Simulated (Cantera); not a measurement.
A closed system holds: 1 mol Cu2O, 0.43 mol C, 0.5 mol N2, equilibrated at 2398 K.

Equilibrium computed with Cantera from the NASA thermochemical tables; the gas is ideal and each condensed phase is pure. Candidate condensed phases: C, Cu, CuO, Cu2O; 27 gas species. Each liquid is taken as pure. Mutual solubility and eutectic melting of coexisting phases are not modelled. The numbers say what is thermodynamically allowed, not how fast it happens.

Task: What share of the Cu ends up in condensed phases as a function of P (Pa), at 10, 68, 460, 3200, 22000, 150000, 1000000?

Result: 
```csv
P (Pa),Cu condensed (%),as
10,0.0,-
68,0.0,-
460,0.0,-
3200,0.0,-
22000,60.7,Cu(l)
150000,96.5,Cu(l)
1000000,99.5,Cu(l) + Cu2O(l)
```
